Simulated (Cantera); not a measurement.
Charge: 1 mol CH3SiH3, 0.97 mol C3H8, 1700 mol H2, at 1800 °C and 1.33 mbar.

Method: chemical equilibrium by Gibbs-energy minimisation in Cantera with the NASA 1993 tables (ideal gas, pure condensed phases). Candidate condensed phases: C, C6H6, C7H8, C8H18, Si, SiC; 87 gas species. The feed counts by its element totals alone. Kinetics and transport are ignored.

### Question
What is the equilibrium state?

### Answer
| Property | Result |
|---|---|
| x(H2) | 0.929 |
| x(H) | 0.0695 |
| x(C2H2 (acetylene)) | 0.00107 |
| x(Si) | 0.000522 |
| x(SiC2) | 2.82e-5 |
| x(SiH) | 1.06e-5 |
| x(C2H) | 1.91e-6 |
| x(Si2C) | 1.83e-6 |
| x(SiH2) | 1.03e-6 |
| gas amount | 1769 mol |
| log10 activity of C(graphite) (absent) | -0.01 |
| log10 activity of Si(l) (absent) | -2.16 |
